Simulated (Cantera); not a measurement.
Cantera run:

```python
import numpy as np
import cantera as ct

gas_names = """
    C CH CH2 CH3 CH4 C2 C2H C2H2,acetylene C2H2,vinylidene C2H3,vinyl C2H4 C2H5 C2H6 C3 C3H3,propargyl
    C3H4,allene C3H4,propyne C3H4,cyclo- C3H5,allyl C3H6,propylene C3H6,cyclo- C3H7,n-propyl
    C3H7,i-propyl C3H8 C4 C4H2 C4H4,1,3-cyclo- C4H6,butadiene C4H6,2-butyne C4H6,cyclo- C4H8,1-butene
    C4H8,cis2-buten C4H8,tr2-butene C4H8,isobutene C4H8,cyclo- C4H9,n-butyl C4H9,i-butyl C4H9,s-butyl
    C4H9,t-butyl C4H10,isobutane C4H10,n-butane C5 C5H6,1,3cyclo- C5H8,cyclo- C5H10,1-pentene
    C5H10,cyclo- C5H11,pentyl C5H11,t-pentyl C5H12,n-pentane C5H12,i-pentane CH3C(CH3)2CH3 C6H2
    C6H5,phenyl C6H6 C6H10,cyclo- C6H12,1-hexene C6H12,cyclo- C6H13,n-hexyl C7H7,benzyl C7H8
    C7H14,1-heptene C7H15,n-heptyl C7H16,n-heptane C8H8,styrene C8H10,ethylbenz C8H16,1-octene
    C8H17,n-octyl C8H18,isooctane C8H18,n-octane C9H19,n-nonyl C10H8,naphthale C10H21,n-decyl
    C12H9,o-bipheny C12H10,bipheny H H2 Si SiC SiC2 SiC4H12 SiH SiH2 SiH3 SiH4 Si2 Si2C Si3
""".split()
cond_names = """
    C(gr) C6H6(L) C7H8(L) C8H18(L),n-octa Si(cr) Si(L) SiC(b)
""".split()


def load(file, names, dense=False):
    # The tables refer to 1 bar. Condensed volumes are neglected.
    table = {s.name: s for s in ct.Species.list_from_file(file)}
    out = []
    for n in names:
        d = dict(table[n].input_data)
        d["thermo"] = dict(d["thermo"], **{"reference-pressure": 1e5})
        if dense:
            d["equation-of-state"] = {"model": "constant-volume", "density": "1e6 g/cm^3"}
        out.append(ct.Species.from_dict(d))
    return out


gas = ct.Solution(thermo="ideal-gas", species=load("nasa_gas.yaml", gas_names))
cond = {s.name: ct.Solution(thermo="fixed-stoichiometry", species=[s], name=s.name)
        for s in load("nasa_condensed.yaml", cond_names, dense=True)}
atoms = {
    'Si(CH3)4': {'Si': 1, 'C': 4, 'H': 12},
    'H2': {'H': 2},
}
top_T = {'C(gr)': 4500, 'SiC(b)': 3050}  # K; cautious upper limits of use, not melting points


def equilibrate(T, P, feed):
    n = {}
    for name, mol in feed.items():
        for a, k in atoms[name].items():
            n[a] = n.get(a, 0.0) + k * mol
    gas.TPX = T, P, n
    mass = sum(n.values()) * gas.mean_molecular_weight
    gas.equilibrate("TP")
    valid = [c for c in cond.values() if c.min_temp <= T <= top_T.get(c.name, c.max_temp)]
    mix = ct.Mixture([(gas, mass / gas.mean_molecular_weight)] + [(c, 0.0) for c in valid])
    mix.T, mix.P = T, P
    mix.equilibrate("TP", solver="vcs", rtol=1e-11, max_steps=5000)
    return mix


results = []
feed = {'Si(CH3)4': 1, 'H2': 12}  # mol
T = 2100  # K
P = 10000  # Pa
mix = equilibrate(T, P, feed)
results.append((T, P, feed, dict(zip(mix.species_names, mix.species_moles))))
x = sorted(zip(gas.X, gas.species_names), reverse=True)
print(f"T = {T:g} K  P = {P:g} Pa  gas = {mix.phase_moles(0):.4g} mol")
print("   x: " + "  ".join(f"{s} {v:.3e}" for v, s in x if v > 0.0001))
print("   condensed (mol): " + ("  ".join(f"{mix.phase(i).name} {mix.phase_moles(i):.4g}"
      for i in range(1, mix.n_phases) if mix.phase_moles(i) > 1e-12) or "none"))
```

Output:

```
T = 2100 K  P = 10000 Pa  gas = 18.09 mol
   x: H2 9.886e-01  H 9.796e-03  C2H2,acetylene 1.428e-03  Si 1.040e-04
   condensed (mol): C(gr) 2.95  SiC(b) 0.9973
```

Method: chemical equilibrium by Gibbs-energy minimisation in Cantera with the NASA 1993 tables (ideal gas, pure condensed phases). Gases not in the tables: Si2H6 and higher silanes.
